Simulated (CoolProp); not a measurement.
Vapour-liquid equilibrium of R22 (1) + c-C4F8 (RC318) (2) at 1.84 bar; x and y are mole fractions of (1).

The numbers come from the multi-fluid Helmholtz-energy mixture model, Kamei 1995 and Platzer 1990; pair parameters Bell 2016 in CoolProp. This equation is an older, rougher fit; its heat capacities, sound speeds and derivatives of the liquid may be far off and weren't checked against measurements.

| x | bubble temperature, mixture model (K) | bubble temperature, Raoult's law (K) | y, mixture model | y, Raoult's law |
|---|---|---|---|---|
| 0.05 | 280.3 | 279.1 | 0.126 | 0.164 |
| 0.2 | 268.7 | 270.5 | 0.542 | 0.496 |
| 0.35 | 257.5 | 263.8 | 0.778 | 0.690 |
| 0.5 | 251.3 | 258.4 | 0.866 | 0.812 |
| 0.65 | 248.6 | 253.9 | 0.900 | 0.892 |
| 0.8 | 247.4 | 250.2 | 0.922 | 0.949 |
| 0.95 | 246.2 | 246.9 | 0.967 | 0.989 |

The largest gap from Raoult's law is -7.1 K in bubble temperature, at x = 0.5. No azeotrope shows between x = 0.05 and 0.95.

Pair parameters are fitted to limited data, so mixtures are less certain than the pure fluids. The gap from Raoult's law changes sign with composition, which may be real or a fault of the pair parameters; it wasn't checked against measurements.
